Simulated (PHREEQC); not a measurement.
## Reverse-osmosis permeate (model solution)

A made-up water analysis in mg/L, 25 °C, pH 6.75, pe -1.2:

```csv
constituent,mg/L
Na,0.494
K,0.281
Ca,1.33
Mg,0.474
Cl,0.247
S(6) as SO4,4.04
Alkalinity as HCO3,2.94
N(-3) as NH4,0.000262
F,0.00345
B,0.000609
Fe(2),0.0337
Mn(2),0.0474
```

Valence states are taken as typed.

Computed with PHREEQC (ion-association model, phreeqc.dat).

Each row changes one thing in this solution. Precipitation was switched off in this run.

```
case                                               HCO3- (mol/kgw)  CO2 (mol/kgw)  CO3-2 (mol/kgw)  FeOH+ (mol/kgw)  HSO4- (mol/kgw)  MgOH+ (mol/kgw)  SI of Rhodochrosite (MnCO3)  SI of Siderite (FeCO3)
-------------------------------------------------  ---------------  -------------  ---------------  ---------------  ---------------  ---------------  ---------------------------  ----------------------
as made                                                    4.82e-5        1.89e-5          1.34e-8          1.01e-9         6.84e-10         3.74e-10                        -2.87                   -3.27
all concentrations times 2 at the same typed pH         (withheld)     (withheld)          2.73e-8       (withheld)          1.33e-9         7.28e-10                        -2.29                   -2.69
Alkalinity from 2.94 to 8.82 mg/L                         0.000144        5.67e-5          4.04e-8         9.91e-10         6.80e-10         3.72e-10                        -2.40                   -2.80
temperature from 25 to 20 °C at the same typed pH          4.83e-5        2.03e-5          1.20e-8         6.89e-10         6.15e-10         2.37e-10                        -2.94                   -3.34
```

**Question.** Fill in the missing entries.

**Answer.** 
- all concentrations times 2 at the same typed pH, HCO3- (mol/kgw): 9.63e-5
- all concentrations times 2 at the same typed pH, CO2 (mol/kgw): 3.76e-5
- all concentrations times 2 at the same typed pH, FeOH+ (mol/kgw): 1.95e-9

Real BF4- forms and hydrolyses slowly; the run takes it at equilibrium. Fluoro complexes past AlF4- and FeF3 are missing from the database.
